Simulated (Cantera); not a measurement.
A Cantera script and its output.

```python
import numpy as np
import cantera as ct

gas = ct.Solution("gri30.yaml")
gas.TPX = 1825, 100000, {'CH4': 1, 'N2': 2.8}
reactor = ct.IdealGasConstPressureReactor(gas, energy="off", clone=False)
net = ct.ReactorNet([reactor])
net.rtol, net.atol = 1e-08, 1e-18
show = ['CH4', 'H', 'H2', 'CH3', 'CH2']
times = np.geomspace(0.0002, 50, 12)

steps = ct.SolutionArray(gas, extra=["t"])
rows = []
print(f"{'t/s':>10s}{'T/K':>9s}{'P/Pa':>11s}" + "".join(f"{s:>11s}" for s in show))
for t in times:
    while net.time < t:
        t_next = net.step()
        steps.append(gas.state, t=t_next)
    rows.append([np.interp(t, steps.t, y) for y in (steps.T, steps.P, *steps(*show).X.T)])
    print(f"{t:10.3e}{rows[-1][0]:9.1f}{rows[-1][1]:11.4g}" + "".join(f"{x:11.3e}" for x in rows[-1][2:]))
rate = np.gradient(steps.T, steps.t)
print("integrator steps:", len(steps.t))
if steps.T.max() > steps.T[0] + 200:
    print(f"time of steepest temperature rise: {steps.t[rate.argmax()]:.4e} s")
gas.TPX = 1825, 100000, {'CH4': 1, 'N2': 2.8}
gas.equilibrate("TP")
print(f"equilibrium (TP): T = {gas.T:.1f} K  " + "  ".join(f"{s} {gas[s].X[0]:.3e}" for s in show))
```

It prints:

```
       t/s      T/K       P/Pa        CH4          H         H2        CH3        CH2
 2.000e-04   1825.0      1e+05  2.404e-01  2.788e-05  1.825e-02  3.482e-03  2.248e-06
 6.191e-04   1825.0      1e+05  1.763e-01  8.333e-05  9.139e-02  2.753e-03  1.947e-06
 1.916e-03   1825.0      1e+05  1.042e-01  1.388e-04  1.849e-01  1.507e-03  1.058e-06
 5.932e-03   1825.0      1e+05  4.783e-02  1.899e-04  2.543e-01  7.080e-04  5.449e-07
 1.836e-02   1825.0      1e+05  1.736e-02  2.252e-04  2.911e-01  2.689e-04  2.285e-07
 5.684e-02   1825.0      1e+05  5.957e-03  2.413e-04  3.048e-01  9.471e-05  8.494e-08
 1.759e-01   1825.0      1e+05  2.911e-03  2.460e-04  3.084e-01  4.668e-05  4.268e-08
 5.446e-01   1825.0      1e+05  2.640e-03  2.465e-04  3.087e-01  4.236e-05  3.881e-08
 1.686e+00   1825.0      1e+05  2.639e-03  2.465e-04  3.087e-01  4.235e-05  3.881e-08
 5.218e+00   1825.0      1e+05  2.639e-03  2.465e-04  3.087e-01  4.235e-05  3.880e-08
 1.615e+01   1825.0      1e+05  2.638e-03  2.465e-04  3.087e-01  4.234e-05  3.879e-08
 5.000e+01   1825.0      1e+05  2.636e-03  2.465e-04  3.087e-01  4.231e-05  3.877e-08
integrator steps: 1568
equilibrium (TP): T = 1825.0 K  CH4 1.879e-03  H 2.469e-04  H2 3.099e-01  CH3 3.010e-05  CH2 2.753e-08
```

Model: GRI-Mech 3.0 (53 species, 325 reactions), integrated in Cantera. GRI-Mech 3.0 stops at C3 and has no aromatics, soot or wall deposition, so with more carbon than oxygen in the feed, carbon stays in small species such as C2H2 where larger ones or solid carbon would form.
